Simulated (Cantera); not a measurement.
**Equilibrium for hydrogen reduction and annealing atmospheres: TiO2 + H2 + H2O**

Input: 1 mol TiO2, 120 mol H2, 0.6 mol H2O, equilibrated at 1 atm.

These are equilibrium values from Cantera (NASA tables, ideal gas, pure condensed phases), not measurements of a reactor. Candidate condensed phases: H2O, Ti, TiO, TiO2, Ti2O3, Ti3O5, Ti4O7; 12 gas species. Equilibrium is a limit: real reactors are often held back by kinetics, nucleation or transport.

| T (K) | log p H2 | log p H2O | log p H | log p OH | log p TiO | log p TiO2 | log p O | log p Ti | n Ti3O5(s) | n Ti3O5(l) |
|---|---|---|---|---|---|---|---|---|---|---|
| 1775 | 0.00 | -2.11 | -3.54 | -6.85 | -9.12 | -9.00 | -10.50 | <-11 | 0.333 | 0 |
| 1800 | 0.00 | -2.11 | -3.44 | -6.73 | -8.85 | -8.77 | -10.29 | -11.92 | 0.333 | 0 |
| 1825 | 0.00 | -2.11 | -3.36 | -6.62 | -8.58 | -8.55 | -10.09 | -11.58 | 0.333 | 0 |
| 1850 | 0.00 | -2.11 | -3.27 | -6.51 | -8.32 | -8.33 | -9.89 | -11.26 | 0.333 | 0 |
| 1875 | 0.00 | -2.11 | -3.18 | -6.40 | -8.07 | -8.12 | -9.70 | -10.94 | 0.333 | 0 |
| 1900 | 0.00 | -2.11 | -3.10 | -6.29 | -7.83 | -7.92 | -9.52 | -10.63 | 0.333 | 0 |
| 1925 | 0.00 | -2.11 | -3.02 | -6.19 | -7.59 | -7.72 | -9.34 | -10.34 | 0.333 | 0 |
| 1950 | 0.00 | -2.11 | -2.94 | -6.09 | -7.36 | -7.53 | -9.16 | -10.05 | 0.333 | 0 |
| 1975 | 0.00 | -2.11 | -2.86 | -5.99 | -7.13 | -7.34 | -8.99 | -9.76 | 0.333 | 0 |
| 2000 | 0.00 | -2.11 | -2.79 | -5.90 | -6.92 | -7.15 | -8.82 | -9.49 | 0.333 | 0 |
| 2025 | 0.00 | -2.11 | -2.71 | -5.80 | -6.70 | -6.98 | -8.66 | -9.22 | 0.333 | 0 |
| 2050 | 0.00 | -2.11 | -2.64 | -5.71 | -6.49 | -6.80 | -8.50 | -8.95 | 0.333 | 0 |
| 2075 | 0.00 | -2.11 | -2.57 | -5.62 | -6.31 | -6.65 | -8.34 | -8.72 | 0 | 0.333 |
| 2100 | 0.00 | -2.11 | -2.51 | -5.54 | -6.13 | -6.50 | -8.19 | -8.49 | 0 | 0.333 |
log p: log10 of the partial pressure in bar; n: condensed amount in mol.

From 1775 K to 2050 K the condensed part is Ti3O5(s). From 2075 K to 2100 K the condensed part is Ti3O5(l).
